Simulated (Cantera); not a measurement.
Input (Python, Cantera) and output of one run.

```python
import numpy as np
import cantera as ct

gas_names = """
    Fe FeO Fe(OH)2 H HO2 H2 H2O H2O2 H2S H2SO4 O OH O2 O3 S SH SO SO2 SO3 S2 S2O S8
""".split()
cond_names = """
    Fe(a) Fe(c) Fe(d) Fe(L) FeO(s) FeO(L) Fe(OH)2(s) Fe(OH)3(s) FeS(a) FeS(b) FeS(c) FeS(L) FeSO4(s)
    FeS2(s) Fe2O3(s) Fe2S3O12(s) Fe3O4(s) H2O(s) H2O(L) H2SO4(L) S(cr1) S(cr2) S(L)
""".split()


def load(file, names, dense=False):
    # The tables refer to 1 bar. Condensed volumes are neglected.
    table = {s.name: s for s in ct.Species.list_from_file(file)}
    out = []
    for n in names:
        d = dict(table[n].input_data)
        d["thermo"] = dict(d["thermo"], **{"reference-pressure": 1e5})
        if dense:
            d["equation-of-state"] = {"model": "constant-volume", "density": "1e6 g/cm^3"}
        out.append(ct.Species.from_dict(d))
    return out


gas = ct.Solution(thermo="ideal-gas", species=load("nasa_gas.yaml", gas_names))
cond = {s.name: ct.Solution(thermo="fixed-stoichiometry", species=[s], name=s.name)
        for s in load("nasa_condensed.yaml", cond_names, dense=True)}
atoms = {
    'FeS2': {'Fe': 1, 'S': 2},
    'SO3': {'S': 1, 'O': 3},
    'H2O': {'H': 2, 'O': 1},
}
top_T = {'FeSO4(s)': 950, 'FeS2(s)': 1010, 'Fe2O3(s)': 1830, 'Fe2S3O12(s)': 1100, 'Fe3O4(s)': 1870}  # K; cautious upper limits of use, not melting points


def equilibrate(T, P, feed):
    n = {}
    for name, mol in feed.items():
        for a, k in atoms[name].items():
            n[a] = n.get(a, 0.0) + k * mol
    gas.TPX = T, P, n
    mass = sum(n.values()) * gas.mean_molecular_weight
    gas.equilibrate("TP")
    valid = [c for c in cond.values() if c.min_temp <= T <= top_T.get(c.name, c.max_temp)]
    mix = ct.Mixture([(gas, mass / gas.mean_molecular_weight)] + [(c, 0.0) for c in valid])
    mix.T, mix.P = T, P
    mix.equilibrate("TP", solver="vcs", rtol=1e-11, max_steps=5000)
    return mix


results = []
T = 1073.15  # K
P = 100000  # Pa
for m in [0.11, 0.15, 0.2, 0.27, 0.36, 0.48, 0.64, 0.86, 1.2, 1.5]:
    feed = {'FeS2': 1, 'SO3': m, 'H2O': 0.082}  # mol
    mix = equilibrate(T, P, feed)
    results.append((T, P, feed, dict(zip(mix.species_names, mix.species_moles))))

top = {s: max(r[3][s] / sum(r[3][g] for g in gas_names) for r in results) for s in gas_names}
cols = sorted((s for s in top if top[s] > 0.0001), key=lambda s: -top[s])[:8]
seen = [c for c in cond_names if any(r[3].get(c, 0) > 1e-12 for r in results)]
print("log10 of partial pressures in bar; condensed amounts in mol")
print(f"{'n(SO3)':>10s}" + "".join(f"{s[:9]:>10s}" for s in cols + seen))
for T, P, feed, n in results:
    ng = sum(n[g] for g in gas_names)
    print(f"{feed['SO3']:10.4g}" + "".join(f"{np.log10(max(n[s] / ng * P / 1e5, 1e-99)):10.3f}" for s in cols)
          + "".join(f"{n.get(c, 0):10.4g}" for c in seen))
```

Result:

```
log10 of partial pressures in bar; condensed amounts in mol
    n(SO3)       SO2        S2       H2O       H2S       S2O        H2        SO    FeS(c)
      0.11    -0.616    -0.205    -1.111    -1.427    -1.711    -3.137    -4.108         1
      0.15    -0.521    -0.244    -1.117    -1.510    -1.692    -3.201    -4.069         1
       0.2    -0.435    -0.290    -1.130    -1.601    -1.684    -3.268    -4.038         1
      0.27    -0.352    -0.352    -1.154    -1.712    -1.688    -3.349    -4.012         1
      0.36    -0.280    -0.426    -1.186    -1.836    -1.708    -3.436    -3.994         1
      0.48    -0.215    -0.520    -1.228    -1.981    -1.745    -3.534    -3.985         1
      0.64    -0.158    -0.638    -1.281    -2.151    -1.806    -3.644    -3.987         1
      0.86    -0.109    -0.796    -1.345    -2.358    -1.900    -3.773    -4.002         1
       1.2    -0.064    -1.054    -1.430    -2.659    -2.071    -3.944    -4.043         1
       1.5    -0.039    -1.337    -1.492    -2.946    -2.270    -4.090    -4.101         1
```

Cantera equilibrium calculation (NASA polynomials, part measured and part estimated; ideal gas, pure solids and liquids). FeS: taken at fixed stoichiometry. Gases not in the tables: S3 to S7.
